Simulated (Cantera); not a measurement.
**Adiabatic ignition**

An adiabatic, constant-pressure homogeneous reactor starts with CH4 : C2H6 : O2 : N2 = 1 : 0.043 : 2.15 : 8.09 (molar parts), equivalence ratio 1.0, at 1148 K and 0.987 atm.

Cantera simulation using GRI-Mech 3.0 (53 species, 325 reactions); the numbers are that mechanism's predictions, not measurements.

| t (s) | T (K) | x CH4 | x C2H6 | x O2 | x C2H4 | x CO2 | x H2O |
|---|---|---|---|---|---|---|---|
| 3.00e-6 | 1148 | 0.0886 | 0.00381 | 0.191 | 3.20e-12 | <1e-12 | 6.60e-12 |
| 9.54e-6 | 1148 | 0.0886 | 0.00381 | 0.191 | 4.55e-11 | <1e-12 | 7.42e-11 |
| 3.04e-5 | 1148 | 0.0886 | 0.00381 | 0.191 | 5.58e-10 | <1e-12 | 7.53e-10 |
| 9.65e-5 | 1148 | 0.0886 | 0.00381 | 0.191 | 6.06e-9 | <1e-12 | 7.68e-9 |
| 0.000307 | 1148 | 0.0886 | 0.00381 | 0.191 | 6.26e-8 | 1.48e-12 | 8.09e-8 |
| 0.000977 | 1148 | 0.0886 | 0.00381 | 0.191 | 6.60e-7 | 5.19e-11 | 1.00e-6 |
| 0.00311 | 1148 | 0.0886 | 0.00380 | 0.191 | 9.22e-6 | 3.26e-9 | 2.03e-5 |
| 0.00988 | 1149 | 0.0883 | 0.00375 | 0.190 | 0.000102 | 1.03e-7 | 0.000280 |
| 0.0314 | 2610 | <1e-12 | <1e-12 | 0.0171 | <1e-12 | 0.0621 | 0.161 |
| 0.100 | 2602 | <1e-12 | <1e-12 | 0.0150 | <1e-12 | 0.0618 | 0.161 |
x: mole fraction; the columns are a selection and need not sum to one.

- time of steepest temperature rise: 30.3 ms
- temperature at 0.100 s: 2602 K
- equilibrium temperature: 2602 K
- x(CH4) at 0.100 s: <1e-12 (gas-phase equilibrium <1e-12)
- x(C2H6) at 0.100 s: <1e-12 (gas-phase equilibrium <1e-12)
- x(O2) at 0.100 s: 0.0150 (gas-phase equilibrium 0.0150)
